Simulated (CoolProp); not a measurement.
The fluoroketone C6F12O (FK-5-1-12) along the isotherm 20.75 °C: fugacity coefficient from the reference equation and from simpler models built on Tc = 168.7 °C, pc = 1.869 MPa, ω = 0.471; each cubic takes its own stable root.

Model: reference Helmholtz-energy equation of state, McLinden 2015, in CoolProp.

```csv
p (MPa),phase,reference,van der Waals,Redlich-Kwong,Soave-Redlich-Kwong,Peng-Robinson
1.56,liquid,0.02369,0.1930,0.07233,0.02408,0.02408
3.12,liquid,0.01341,0.1186,0.04174,0.01378,0.01357
4.67,liquid,0.01013,0.09694,0.03210,0.01052,0.01021
6.23,liquid,0.008589,0.08870,0.02768,0.009011,0.008616
7.79,liquid,0.007766,0.08636,0.02543,0.008228,0.007753
9.35,liquid,0.007312,0.08741,0.02431,0.007821,0.007264
10.9,liquid,0.007080,0.09080,0.02388,0.007643,0.006999
12.5,liquid,0.006992,0.09630,0.02393,0.007620,0.006876
14,liquid,0.007014,0.1032,0.02432,0.007709,0.006863
15.6,liquid,0.007124,0.1123,0.02503,0.007900,0.006934
17.1,liquid,0.007297,0.1226,0.02595,0.008158,0.007066
18.7,liquid,0.007547,0.1357,0.02718,0.008510,0.007268
```
